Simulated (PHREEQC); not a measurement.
Consider water at 25 °C with 0.88 mmol/kgw H2S and 86 mmol/kgw HCl. Closed to the air; pH follows from the charge balance.

Model: ion-association model, phreeqc.dat, run in PHREEQC.

Precipitation was switched off in this run.

Problem. What pH, density does the model give?

Solution. pH 1.15; density 0.999 g/cm³.
